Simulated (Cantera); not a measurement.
A perfectly stirred reactor is fed with H₂ : O₂ : N₂ = 0.32 : 1 : 19 (molar parts), equivalence ratio 0.16, at 0.150 bar; it is held at 1023 K, and followed from long to short residence time.

Model: the H2/O2 subset of GRI-Mech 3.0, which has no nitrogen chemistry, integrated in Cantera.

One state of this run: x H₂ = 4.17e-5; x O₂ = 0.0417; x HO₂ = 7.47e-7; x H = 1.27e-6; x H₂O = 0.0158; x H₂O₂ = 6.80e-8. x: mole fraction; the columns are a selection and need not sum to one.

**Question.** Which value of τ (s) does it belong to?
A) 0.0070
B) 0.075
C) 8.5
D) 0.80

**Answer.** C, 8.5
